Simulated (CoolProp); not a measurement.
Vapour-liquid equilibrium of R22 (1) + acetone (2) at 0.0241 MPa; x and y are mole fractions of (1).

Computed with CoolProp (multi-fluid Helmholtz-energy mixture model, Kamei 1995 and Lemmon 2006; pair parameters Bell 2016).

Question: Give the bubble temperature and the first vapour's composition at x = 0.05, 0.45, 0.65. Is there an azeotrope?

Answer: x = 0.05: 267.1 K, y = 0.731; x = 0.45: 231.5 K, y = 0.984; x = 0.65: 219.7 K, y = 0.997. No azeotrope shows between x = 0.05 and 0.95.

The pair parameters rest on a limited set of measurements; away from them the model extrapolates. With so large a gap from Raoult's law the liquid may split in two, which this calculation doesn't test in full.
